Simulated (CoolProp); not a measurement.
Vapour-liquid equilibrium of isopentane (1) + toluene (2) at 341.4 K; x and y are mole fractions of (1).

Computed with CoolProp (multi-fluid Helmholtz-energy mixture model, Lemmon 2006 and Lemmon 2006; pair parameters Bell 2016).

```json
[
 {"x": "0.05", "bubble pressure, mixture model (MPa)": "0.04577", "bubble pressure, Raoult's law (MPa)": "0.04123", "y, mixture model": "0.465", "y, Raoult's law": "0.413"},
 {"x": "0.15", "bubble pressure, mixture model (MPa)": "[?]", "bubble pressure, Raoult's law (MPa)": "0.07275", "y, mixture model": "0.742", "y, Raoult's law": "0.702"},
 {"x": "0.25", "bubble pressure, mixture model (MPa)": "0.1260", "bubble pressure, Raoult's law (MPa)": "0.1043", "y, mixture model": "0.839", "y, Raoult's law": "0.817"},
 {"x": "0.35", "bubble pressure, mixture model (MPa)": "0.1618", "bubble pressure, Raoult's law (MPa)": "0.1358", "y, mixture model": "0.887", "y, Raoult's law": "0.878"},
 {"x": "0.45", "bubble pressure, mixture model (MPa)": "[?]", "bubble pressure, Raoult's law (MPa)": "0.1673", "y, mixture model": "0.916", "y, Raoult's law": "0.916"},
 {"x": "0.55", "bubble pressure, mixture model (MPa)": "0.2219", "bubble pressure, Raoult's law (MPa)": "0.1988", "y, mixture model": "[?]", "y, Raoult's law": "0.942"},
 {"x": "0.65", "bubble pressure, mixture model (MPa)": "0.2476", "bubble pressure, Raoult's law (MPa)": "0.2303", "y, mixture model": "0.951", "y, Raoult's law": "0.961"},
 {"x": "0.75", "bubble pressure, mixture model (MPa)": "0.2722", "bubble pressure, Raoult's law (MPa)": "0.2618", "y, mixture model": "0.964", "y, Raoult's law": "0.976"},
 {"x": "0.85", "bubble pressure, mixture model (MPa)": "0.2975", "bubble pressure, Raoult's law (MPa)": "0.2933", "y, mixture model": "0.978", "y, Raoult's law": "0.987"},
 {"x": "0.95", "bubble pressure, mixture model (MPa)": "0.3252", "bubble pressure, Raoult's law (MPa)": "0.3248", "y, mixture model": "0.992", "y, Raoult's law": "0.996"}
]
```

Q: Some entries are withheld; supply them.

A: 
- 0.15, bubble pressure, mixture model (MPa): 0.08675
- 0.45, bubble pressure, mixture model (MPa): 0.1937
- 0.55, y, mixture model: 0.936

The largest gap from Raoult's law is +20.8 % in bubble pressure, at x = 0.25. No azeotrope shows between x = 0.05 and 0.95.

Pair parameters are fitted to limited data, so mixtures are less certain than the pure fluids.
